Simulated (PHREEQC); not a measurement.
A column of 0.1 m (40 cells, dispersivity 0.008 m, 3600 s a shift, diffusion coefficient 3e-10 m²/s) holds 0.15 eq of the database's cation exchanger X per kg of pore water, first in equilibrium with 0.006 mol/kgw SrCl2, 0.00047 mol/kgw MgCl2 and 1e-05 mol/kgw HCl. It is flushed with 0.14 mmol/kgw PbCl2, 60 mmol/kgw BaCl2, 2.8 mmol/kgw KBr and 0.01 mmol/kgw HCl, at 15 °C. Values are for the last cell. The system is closed to CO2. No solid was allowed to form.

The numbers come from PHREEQC with the ion-association model, phreeqc.dat.

```tsv
pore volumes	Ba in solution (mol/kgw)	Br in solution (mol/kgw)	K in solution (mol/kgw)	Pb in solution (mol/kgw)	Mg in solution (mol/kgw)
0	0	0	0	0	0.000470
0.3125	0	___	0	0	0.000477
0.6125	1.00e-9	0.000402	6.30e-8	___	0.00104
0.9125	9.98e-5	0.00136	2.49e-5	1.02e-6	0.00223
1.212	0.00294	0.00211	0.000228	2.00e-5	0.00232
1.512	0.0115	0.00251	0.000645	5.65e-5	0.00170
1.812	0.0224	0.00268	0.00113	8.81e-5	0.00108
2.112	0.0325	___	0.00157	0.000109	0.000639
2.413	0.0405	0.00278	0.00193	0.000122	0.000367
2.562	0.0437	0.00279	0.00207	0.000126	0.000276
2.862	0.0488	0.00280	0.00230	0.000132	0.000155
3.163	0.0524	0.00280	0.00246	0.000135	8.59e-5
3.462	0.0549	0.00280	0.00257	___	4.74e-5
3.763	0.0566	0.00280	0.00265	0.000138	2.61e-5
4.062	0.0577	0.00280	0.00270	0.000139	1.43e-5
4.362	0.0585	0.00280	0.00273	0.000140	7.83e-6
4.662	0.0590	0.00280	0.00276	0.000140	4.28e-6
4.963	0.0593	0.00280	0.00277	0.000140	2.34e-6
```

Question: What belongs in the gaps?

Answer: 
- 0.3125, Br in solution (mol/kgw): 4.63e-6
- 0.6125, Pb in solution (mol/kgw): 6.52e-12
- 2.112, Br in solution (mol/kgw): 0.00275
- 3.462, Pb in solution (mol/kgw): 0.000137

Complexes and solids missing from the database can't appear.
